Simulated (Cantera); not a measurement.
Feed: 1 mol Nb, 3.8 mol H₂O, at 0.00150 bar.

Equilibrium computed with Cantera from the NASA thermochemical tables; the gas is ideal and each condensed phase is pure. Candidate condensed phases: H₂O, Nb, NbO, NbO₂, Nb₂O₅; 12 gas species. Condensed phases not in the tables: the oxides between NbO₂ and Nb₂O₅. The numbers say what is thermodynamically allowed, not how fast it happens. All values below are at 1325 °C.

Base state: H₂ 0.657, H₂O 0.342, H 0.00111, OH 2.26e-5 (mole fractions); condensed: Nb₂O₅(s).

### Question
What changes in the equilibrium state with this change: Nb replaced by Cr?

### Answer
```csv
species,before,after
H₂O,0.342,0.605
H₂,0.657,0.394
H,0.00111,0.000863
OH,2.26e-5,5.16e-5
"Nb₂O₅(s), mol",0.500,0
"Cr₂O₃(s), mol",0,0.500
```
Further candidate phases: Cr, Cr₂O₃.
